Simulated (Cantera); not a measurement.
A Cantera script and its output.

```python
import numpy as np
import cantera as ct

gas = ct.Solution("gri30.yaml")
gas.TPX = 700, 1000000, {'CH4': 1, 'H2': 0.26, 'O2': 2.32, 'N2': 8.71}
inlet = ct.Reservoir(gas, clone=True)
gas.equilibrate("HP")  # start burning
reactor = ct.IdealGasConstPressureReactor(gas, energy="on", clone=False)
exhaust = ct.Reservoir(gas, clone=True)
tau = [0.041, 0.017, 0.0068, 0.0028, 0.0011, 0.00046, 0.00019, 7.7e-05, 3.1e-05, 1.3e-05, 5.2e-06][0]
for a, b in ((inlet, reactor), (reactor, exhaust)):
    ct.MassFlowController(a, b, mdot=lambda t: reactor.mass / tau)
net = ct.ReactorNet([reactor])
show = ['CH4', 'H2', 'O2', 'H2O', 'C2H4', 'CH3', 'CH2']

rows = []
print(f"{'tau/s':>10s}{'T/K':>9s}" + "".join(f"{s:>11s}" for s in show))
for tau in [0.041, 0.017, 0.0068, 0.0028, 0.0011, 0.00046, 0.00019, 7.7e-05, 3.1e-05, 1.3e-05, 5.2e-06]:
    net.initial_time = 0.0
    net.advance(30 * tau)
    before = gas.X
    net.advance(40 * tau)
    drift = np.max(np.abs(gas.X - before) / (gas.X + 1e-9))
    rows.append([gas.T, *gas[show].X, drift])
    print(f"{tau:10.3e}{gas.T:9.1f}" + "".join(f"{x:11.3e}" for x in gas[show].X))
```

Output:

```
     tau/s      T/K        CH4         H2         O2        H2O       C2H4        CH3        CH2
 4.100e-02   2440.6  6.172e-07  2.064e-03  1.563e-02  1.803e-01  7.042e-12  3.533e-07  2.594e-08
 1.700e-02   2441.2  1.459e-06  2.084e-03  1.602e-02  1.802e-01  3.914e-11  8.364e-07  6.206e-08
 6.800e-03   2441.2  3.526e-06  2.143e-03  1.664e-02  1.800e-01  2.255e-10  2.022e-06  1.525e-07
 2.800e-03   2438.4  8.141e-06  2.284e-03  1.736e-02  1.797e-01  1.168e-09  4.657e-06  3.584e-07
 1.100e-03   2428.8  1.903e-05  2.621e-03  1.831e-02  1.790e-01  5.976e-09  1.076e-05  8.510e-07
 4.600e-04   2409.6  4.008e-05  3.237e-03  1.957e-02  1.777e-01  2.352e-08  2.211e-05  1.805e-06
 1.900e-04   2376.2  8.143e-05  4.279e-03  2.150e-02  1.756e-01  7.926e-08  4.295e-05  3.608e-06
 7.700e-05   2325.1  1.653e-04  5.828e-03  2.438e-02  1.724e-01  2.438e-07  8.117e-05  6.832e-06
 3.100e-05   2253.7  3.524e-04  7.861e-03  2.860e-02  1.682e-01  7.749e-07  1.560e-04  1.246e-05
 1.300e-05   2159.2  8.422e-04  1.027e-02  3.522e-02  1.631e-01  3.101e-06  3.234e-04  2.252e-05
 5.200e-06    700.0  8.137e-02  2.116e-02  1.888e-01 -4.174e-15 -2.097e-17  2.691e-15  3.354e-33
```

Detailed kinetics in Cantera: GRI-Mech 3.0 (53 species, 325 reactions).
